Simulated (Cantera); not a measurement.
Gas mixture: 31.9 % O2, 55.6 % H2O, 12.5 % N2, at 20.0 Torr, frozen composition.

Cantera's kinetic-theory transport with the Lennard-Jones parameters of GRI-Mech 3.0, ideal gas; thermal conductivity in the mixture-averaged form. Polar gases are described roughly by these parameters.

D: mixture-averaged diffusion coefficient of that species in the mixture.

| T (K) | ρ (kg/m³) | cp (J/kg/K) | μ (µPa s) | λ (mW/m/K) | Pr | D (cm²/s) O | D (cm²/s) NH3 | D (cm²/s) OH |
|---|---|---|---|---|---|---|---|---|
| 400 | 0.0190 | 1362 | 18.8 | 35.4 | 0.724 | 22.6 | 13.9 | 22.2 |
| 600 | 0.0127 | 1441 | 26.9 | 54.2 | 0.716 | 46.2 | 30.7 | 45.3 |
| 800 | 0.00951 | 1526 | 34.4 | 74.0 | 0.709 | 75.7 | 52.9 | 74.3 |
| 1000 | 0.00761 | 1609 | (withheld) | (withheld) | 0.706 | (withheld) | (withheld) | (withheld) |
| 1200 | 0.00634 | 1685 | 47.9 | 115 | 0.705 | 150 | 111 | 148 |
| 1400 | 0.00544 | 1752 | 54.1 | 135 | 0.705 | 194 | 146 | 191 |
| 1600 | 0.00476 | 1812 | 60.0 | 154 | 0.705 | 243 | 185 | 239 |
| 1800 | 0.00423 | 1864 | (withheld) | (withheld) | 0.705 | (withheld) | (withheld) | (withheld) |

**Question.** Fill in the missing entries.

**Answer.** 
- 1000, μ (µPa s): 41.4
- 1000, λ (mW/m/K): 94.3
- 1000, D (cm²/s) O: 110
- 1000, D (cm²/s) NH3: 79.8
- 1000, D (cm²/s) OH: 109
- 1800, μ (µPa s): 65.6
- 1800, λ (mW/m/K): 173
- 1800, D (cm²/s) O: 296
- 1800, D (cm²/s) NH3: 227
- 1800, D (cm²/s) OH: 290
